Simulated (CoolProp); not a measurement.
Vapour-liquid equilibrium of sulfur hexafluoride (1) + R113 (2) at 11.05 °C; x and y are mole fractions of (1).

Computed with CoolProp (multi-fluid Helmholtz-energy mixture model, Guder 2009 and Marx 1992; pair parameters Bell 2016).

**Question.** Give the bubble pressure and the first vapour's composition at x = 0.2, 0.725, 0.875. Is there an azeotrope?

**Answer.** x = 0.2: 0.3188 MPa, y = 0.918; x = 0.725: 0.9426 MPa, y = 0.988; x = 0.875: 1.345 MPa, y = 0.997. No azeotrope shows between x = 0.05 and 0.95.

The pair parameters rest on a limited set of measurements; away from them the model extrapolates. The gap from Raoult's law changes sign with composition, which may be real or a fault of the pair parameters; it wasn't checked against measurements. With so large a gap from Raoult's law the liquid may split in two, which this calculation doesn't test in full.
